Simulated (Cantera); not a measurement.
Input (Python, Cantera) and output of one run.

```python
import numpy as np
import cantera as ct

gas_names = """
    H H2 H2S N NH NH2 NH3 N2 N2H2 N2H4 Ni NiS S SH SN S2 S8
""".split()
cond_names = """
    Ni(cr) Ni(L) NiS(b) NiS(a) NiS(L) NiS2(s) NiS2(L) Ni3S2(I) Ni3S2(II) Ni3S2(L) Ni3S4(s) S(cr1) S(cr2)
    S(L)
""".split()


# ... load() reads the species with a 1 bar reference pressure and builds the phases ...
atoms = {
    'Ni': {'Ni': 1},
    'H2S': {'H': 2, 'S': 1},
    'H2': {'H': 2},
    'NH3': {'N': 1, 'H': 3},
}
top_T = {'Ni3S4(s)': 620}  # K; cautious upper limits of use, not melting points


# ... equilibrate(T, P, feed) seeds the gas with the atoms and calls Mixture.equilibrate('TP', solver="vcs", rtol=1e-11, max_steps=5000) ...
results = []
feed = {'Ni': 1, 'H2S': 0.19, 'H2': 220, 'NH3': 0.12}  # mol
P = 2900  # Pa
for T in [773, 923, 1073, 1223, 1373, 1523, 1673, 1823, 1973]:
    mix = equilibrate(T, P, feed)
    results.append((T, P, feed, dict(zip(mix.species_names, mix.species_moles))))
    x = sorted(zip(gas.X, gas.species_names), reverse=True)
    print(f"T = {T:g} K  P = {P:g} Pa  gas = {mix.phase_moles(0):.4g} mol")
    print("   x: " + "  ".join(f"{s} {v:.3e}" for v, s in x if v > 0.001))
    print("   condensed (mol): " + ("  ".join(f"{mix.phase(i).name} {mix.phase_moles(i):.4g}"
          for i in range(1, mix.n_phases) if mix.phase_moles(i) > 1e-12) or "none"))
```

Result:

```
T = 773 K  P = 2900 Pa  gas = 220.4 mol
   x: H2 9.993e-01
   condensed (mol): Ni(cr) 0.8493  Ni3S2(I) 0.05023
T = 923 K  P = 2900 Pa  gas = 220.4 mol
   x: H2 9.989e-01
   condensed (mol): Ni(cr) 1
T = 1073 K  P = 2900 Pa  gas = 220.4 mol
   x: H2 9.989e-01
   condensed (mol): Ni(cr) 1
T = 1223 K  P = 2900 Pa  gas = 220.4 mol
   x: H2 9.989e-01
   condensed (mol): Ni(cr) 1
T = 1373 K  P = 2900 Pa  gas = 220.4 mol
   x: H2 9.988e-01
   condensed (mol): Ni(cr) 1
T = 1523 K  P = 2900 Pa  gas = 220.4 mol
   x: H2 9.987e-01
   condensed (mol): Ni(cr) 0.9993
T = 1673 K  P = 2900 Pa  gas = 220.5 mol
   x: H2 9.981e-01
   condensed (mol): Ni(cr) 0.9869
T = 1823 K  P = 2900 Pa  gas = 220.9 mol
   x: H2 9.957e-01  H 2.539e-03
   condensed (mol): Ni(L) 0.8565
T = 1973 K  P = 2900 Pa  gas = 222.4 mol
   x: H2 9.866e-01  H 7.870e-03  Ni 4.454e-03
   condensed (mol): none
```

Equilibrium computed with Cantera from the NASA thermochemical tables; the gas is ideal and each condensed phase is pure.
